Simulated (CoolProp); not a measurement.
Saturated liquid density (kg/m³) of CF4 (R14): the reference equation beside estimates from Tc = 227.4 K, pc = 3762 kPa, ω = 0.178. Rackett uses Z = 0.29056 − 0.08775 ω.

Model: reference Helmholtz-energy equation of state, Platzer 1990, in CoolProp. This equation is an older, rougher fit; its heat capacities, sound speeds and derivatives of the liquid may be far off and weren't checked against measurements.

| T (K) | reference | Rackett | van der Waals | Redlich-Kwong | Soave-Redlich-Kwong | Peng-Robinson |
|---|---|---|---|---|---|---|
| 157.3 | 1536 | 1603 | 1007 | 1462 | 1499 | ___ |
| 159.7 | 1522 | 1588 | 997.6 | 1446 | ___ | 1680 |
| 162.1 | 1509 | 1573 | 988.3 | 1429 | 1467 | 1662 |
| 164.6 | 1494 | 1558 | 978.3 | ___ | 1450 | 1644 |
| 167 | 1480 | 1542 | 968.6 | 1394 | 1434 | 1625 |
| 169.4 | 1465 | 1527 | 958.6 | 1376 | 1416 | ___ |
| 171.8 | 1450 | 1511 | 948.5 | 1358 | 1399 | 1586 |
| 174.3 | 1434 | 1494 | 937.6 | ___ | 1380 | 1565 |
| 176.7 | 1419 | 1477 | 926.9 | 1319 | 1361 | 1544 |
| 179.1 | 1403 | 1460 | 915.9 | 1299 | ___ | 1522 |
| 181.5 | 1387 | 1443 | 904.6 | 1279 | 1321 | 1499 |
| 184 | 1369 | 1424 | 892.5 | 1257 | 1299 | 1474 |
| 186.4 | 1352 | 1406 | 880.5 | 1236 | 1278 | 1450 |
| 188.8 | 1334 | 1387 | 868.2 | 1213 | 1255 | 1424 |
| 191.2 | 1316 | 1368 | 855.4 | 1190 | 1232 | 1398 |

**Question.** Complete the blanks.

**Answer.** 
- 157.3, Peng-Robinson: 1697
- 159.7, Soave-Redlich-Kwong: 1483
- 164.6, Redlich-Kwong: 1411
- 169.4, Peng-Robinson: 1606
- 174.3, Redlich-Kwong: 1338
- 179.1, Soave-Redlich-Kwong: 1341

Absolute difference from the reference over all 15 rows, mean and median: Rackett 4.1 and 4.2 %, van der Waals 34.7 and 34.6 %, Redlich-Kwong 6.9 and 6.7 %, Soave-Redlich-Kwong 4.0 and 3.8 %, Peng-Robinson 8.8 and 9.1 %.
